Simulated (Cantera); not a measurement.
Source: NASA polynomial tables (part measured, part estimated), evaluated in Cantera. Values are per mole of reaction as written; species without (g) are pure solids or liquids, kept so even where they would boil at 1 bar.

2 NO(g) + 5 B2O2(g) → 2 BN + 4 B2O3(g)

| T (K) | ΔH° (kJ) | ΔS° (J/K) | ΔG° (kJ) | log10 K |
|---|---|---|---|---|
| 2500 | -1720.5 | -462.4 | -564.5 | 11.79 |
| 2550 | -1719.5 | -462.0 | -541.4 | 11.09 |
| 2600 | -1718.5 | -461.6 | -518.3 | 10.41 |
| 2650 | -1717.5 | -461.2 | -495.2 | 9.76 |
| 2700 | -1716.5 | -460.9 | -472.2 | 9.13 |
| 2750 | -1715.6 | -460.5 | -449.2 | 8.53 |
| 2800 | -1714.6 | -460.2 | -426.1 | 7.95 |
| 2850 | -1713.7 | -459.8 | -403.1 | 7.39 |
| 2900 | -1712.8 | -459.5 | -380.1 | 6.85 |
| 2950 | (withheld) | (withheld) | (withheld) | (withheld) |
| 3000 | (withheld) | (withheld) | (withheld) | (withheld) |

Task: Complete the blanks.

Result: 
- 2950, ΔH° (kJ): -1711.8
- 2950, ΔS° (J/K): -459.2
- 2950, ΔG° (kJ): -357.2
- 2950, log10 K: 6.32
- 3000, ΔH° (kJ): -1710.9
- 3000, ΔS° (J/K): -458.9
- 3000, ΔG° (kJ): -334.2
- 3000, log10 K: 5.82
